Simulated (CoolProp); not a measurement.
Vapour-liquid equilibrium of carbon dioxide (1) + isopentane (2) at -0.05 °C; x and y are mole fractions of (1).

Computed with CoolProp (multi-fluid Helmholtz-energy mixture model, Span 1996 and Lemmon 2006; pair parameters Kunz 2012).

```tsv
x	bubble pressure (bar)	y at the bubble point	dew pressure at overall composition x (bar)	liquid density (mol/L)
0.05	2.742	0.871	0.3631	9.085
0.15	7.447	0.950	0.4064	9.587
0.25	11.65	0.967	0.4612	10.19
0.35	15.15	0.974	0.5328	10.90
0.45	17.99	0.978	0.6305	11.76
0.55	20.41	0.981	0.7717	12.78
0.65	22.71	0.984	0.9942	14.02
0.75	25.25	0.987	1.397	15.53
0.85	28.37	0.991	2.348	17.39
0.95	32.38	0.996	7.383	19.71
```

No azeotrope shows between x = 0.05 and 0.95.

Pair parameters are fitted to limited data, so mixtures are less certain than the pure fluids. The gap from Raoult's law changes sign with composition, which may be real or a fault of the pair parameters; it wasn't checked against measurements.
